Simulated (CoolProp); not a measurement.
Saturation properties of nitrous oxide (Tc = 36.4 °C, pc = 7.245 MPa, ω = 0.161).

The numbers come from the reference Helmholtz-energy equation of state, Lemmon 2006 in CoolProp. It is a short technical equation, of lower accuracy than the large ones.

```json
[
 {"T (°C)": "-59.45", "p (MPa)": "0.4400", "liquid cp (kJ/(kg K))": "1.768", "surface tension (mN/m)": "17.3"},
 {"T (°C)": "-55.45", "p (MPa)": "0.5206", "liquid cp (kJ/(kg K))": "1.781", "surface tension (mN/m)": "16.4"},
 {"T (°C)": "-51.45", "p (MPa)": "0.6117", "liquid cp (kJ/(kg K))": "1.794", "surface tension (mN/m)": "15.6"},
 {"T (°C)": "-47.55", "p (MPa)": "0.7115", "liquid cp (kJ/(kg K))": "1.809", "surface tension (mN/m)": "14.7"},
 {"T (°C)": "-43.55", "p (MPa)": "0.8261", "liquid cp (kJ/(kg K))": "1.827", "surface tension (mN/m)": "13.9"},
 {"T (°C)": "-39.55", "p (MPa)": "0.9538", "liquid cp (kJ/(kg K))": "1.846", "surface tension (mN/m)": "13.1"},
 {"T (°C)": "-35.55", "p (MPa)": "1.096", "liquid cp (kJ/(kg K))": "1.868", "surface tension (mN/m)": "12.2"},
 {"T (°C)": "-31.55", "p (MPa)": "1.252", "liquid cp (kJ/(kg K))": "1.893", "surface tension (mN/m)": "11.4"},
 {"T (°C)": "-27.55", "p (MPa)": "1.425", "liquid cp (kJ/(kg K))": "1.921", "surface tension (mN/m)": "10.6"},
 {"T (°C)": "-23.65", "p (MPa)": "1.609", "liquid cp (kJ/(kg K))": "1.952", "surface tension (mN/m)": "9.83"},
 {"T (°C)": "-19.65", "p (MPa)": "1.816", "liquid cp (kJ/(kg K))": "1.988", "surface tension (mN/m)": "9.05"},
 {"T (°C)": "-15.65", "p (MPa)": "2.041", "liquid cp (kJ/(kg K))": "2.029", "surface tension (mN/m)": "8.28"}
]
```

It boils at -88.5 °C under 1 atm.

Surface tension comes from a separate correlation (Mulero 2012).
